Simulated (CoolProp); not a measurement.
Properties of ethylene at several states.

The numbers come from the reference Helmholtz-energy equation of state, Smukala 2000 in CoolProp.

```tsv
T (K)	p (bar)	phase	Z	cv (kJ/(kg K))	speed of sound (m/s)	Joule-Thomson coefficient (K/MPa)	expansivity (1/kK)
389.6	21.4	gas	[?]	1.576	359.6	[?]	3.073
122.7	3.03	liquid	0.01321	[?]	[?]	-0.4897	2.047
385.4	91.6	supercritical	0.7820	1.637	335.6	4.619	[?]
```

Q: What belongs in the gaps?

A: 
- 389.6, Z: 0.9493
- 389.6, Joule-Thomson coefficient (K/MPa): 5.155
- 122.7, cv (kJ/(kg K)): 1.541
- 122.7, speed of sound (m/s): 1644
- 385.4, expansivity (1/kK): 5.730
